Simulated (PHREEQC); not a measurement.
Dissolve 0.9 mol HF and 0.0006 mol KOH per kg of water at 20 °C. Closed to the air; pH follows from the charge balance.

Model: ion-association model, phreeqc.dat, run in PHREEQC.

```
quantity        before    after
--------------  ------  -------
pH                1.31     1.43
HF (mol/kgw)     0.798    0.822
HF2- (mol/kgw)  0.0437   0.0343
F- (mol/kgw)    0.0149  0.00950
```

**Question.** Name the change that produced these shifts.
A) KOH replaced by KF at the same molality
B) HF replaced by NH4F at the same molality
C) diluted 5-fold with water
D) temperature from 20 to 60 °C
E) HF from 0.9 to 0.18 mol/kgw

**Answer.** D, temperature from 20 to 60 °C

Precipitation was switched off in this run. At this temperature some constants are extrapolated from 25 °C, and those without enthalpy data are left unchanged.
